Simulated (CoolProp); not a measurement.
Water along the isotherm 61.85 °C: density (kg/m³) from the reference equation and from simpler models built on Tc = 373.9 °C, pc = 22.06 MPa, ω = 0.344; each cubic takes its own stable root.

Values from CoolProp's reference Helmholtz-energy equation of state, Wagner 2002.

```csv
p (MPa),phase,reference,Redlich-Kwong,Peng-Robinson
0.105,liquid,982.2,711.2,826.7
0.177,liquid,982.3,711.2,826.7
0.298,liquid,982.3,711.2,826.7
0.503,liquid,982.4,711.3,826.7
0.849,liquid,982.6,711.4,826.8
1.43,liquid,982.8,711.5,826.9
2.42,liquid,983.2,711.7,827.0
4.08,liquid,984.0,712.1,827.3
6.89,liquid,985.2,712.8,827.6
11.6,liquid,987.2,713.9,828.3
19.6,liquid,990.6,715.7,829.4
33.1,liquid,996.2,718.5,831.2
```
